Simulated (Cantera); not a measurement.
Feed: 1 mol Fe2O3, 7.3 mol Cl2, 0.58 mol O2, held at 1898.15 K and 0.133 bar.

Equilibrium computed with Cantera from the NASA thermochemical tables; the gas is ideal and each condensed phase is pure. Candidate condensed phases: Fe, FeCl2, FeCl3, FeO, Fe2O3, Fe3O4; 13 gas species. Rates play no part.

Base state: Cl 0.523, O2 0.164, Cl2 0.152, FeCl2 0.147, FeCl3 0.0111, ClO 0.00127, O 0.000326, Fe2Cl4 1.12e-5 (mole fractions); condensed: gas only.

**Question.** What changes in the equilibrium state with this change: pressure from 0.133 bar to 0.210 bar?

**Answer.** 
```csv
species,before,after
Cl,0.523,0.470
Cl2,0.152,0.193
O2,0.164,0.171
FeCl3,0.0111,0.0159
FeCl2,0.147,0.149
Fe2Cl4,1.12e-5,1.79e-5
O,0.000326,0.000265
ClO,0.00127,0.00145
```
